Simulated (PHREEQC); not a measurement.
## Ultrapure water in contact with air or piping: an equilibrium model

Synthetic water in mg/L, 20 °C, pH 5.65, pe 0.3: Na 0.00424; K 0.018; Ca 0.0103; Mg 0.00184; Cl 0.0113; S(6) as SO4 0.0185; Alkalinity as HCO3 0.0358; Si as SiO2 0.000761; Li 9.22e-06; Ba 0.000127; Mn(2) 5.47e-05; Fe(2) 0.00143.

Valence states are taken as typed.

All values are PHREEQC results (ion-association model, phreeqc.dat), not measurements.

No solid was allowed to form.

Q: Predict the ionic strength.

A: ionic strength 4.13e-6 mol/kgw.

Q: In which forms is C present?

A: CO2 84 %, HCO3- 16 % of the C.
